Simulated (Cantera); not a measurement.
A perfectly stirred reactor is fed with CO : H2 : CH4 : O2 : N2 = 1 : 0.83 : 0.2 : 2.53 : 9.51 (molar parts), equivalence ratio 0.52, at 980000 Pa; it is adiabatic with a 623 K inlet, and is followed from long to short residence time, starting on the burning branch (τ in s: 0.058, 0.025, 0.011, 0.0049, 0.0022, 0.00096, 0.00043, 0.00019, 8.3e-05, 3.7e-05, 1.6e-05, 7.1e-06).

Detailed kinetics in Cantera: GRI-Mech 3.0 (53 species, 325 reactions).

What does this change do: pressure from 980000 Pa to 100000 Pa?


| quantity | before | after |
|---|---|---|
| blow-out, bracketed by the residence times tried | burning at 37.0 µs, out at 16.0 µs | burning at 83.0 µs, out at 37.0 µs |
| x(CO) at τ = 58.0 ms | 0.000171 | 0.00110 |
| x(H2) at τ = 58.0 ms | 2.77e-5 | 0.000217 |
| x(CH4) at τ = 58.0 ms | 7.35e-7 | 1.94e-6 |
| x(CH2CO) at τ = 58.0 ms | 1.70e-11 | 4.48e-11 |
| x(H) at τ = 58.0 ms | 2.27e-6 | 5.78e-5 |
| x(CO) at τ = 0.430 ms | 0.00418 | 0.0172 |
| x(H2) at τ = 0.430 ms | 0.000420 | 0.00325 |
| x(CH4) at τ = 0.430 ms | 2.78e-5 | 5.46e-5 |
| x(CH2CO) at τ = 0.430 ms | 1.32e-8 | 3.51e-9 |
| x(H) at τ = 0.430 ms | 8.16e-5 | 0.00394 |

What does this change do: inlet temperature 623 to 700 K?


```tsv
quantity	before	after
blow-out, bracketed by the residence times tried	burning at 37.0 µs, out at 16.0 µs	burning at 16.0 µs, out at 7.10 µs
x(CO) at τ = 58.0 ms	0.000171	0.000211
x(H2) at τ = 58.0 ms	2.77e-5	3.80e-5
x(CH4) at τ = 58.0 ms	7.35e-7	5.21e-7
x(CH2CO) at τ = 58.0 ms	1.70e-11	1.04e-11
x(H) at τ = 58.0 ms	2.27e-6	3.84e-6
x(CO) at τ = 0.430 ms	0.00418	0.00391
x(H2) at τ = 0.430 ms	0.000420	0.000417
x(CH4) at τ = 0.430 ms	2.78e-5	2.28e-5
x(CH2CO) at τ = 0.430 ms	1.32e-8	9.01e-9
x(H) at τ = 0.430 ms	8.16e-5	8.93e-5
```
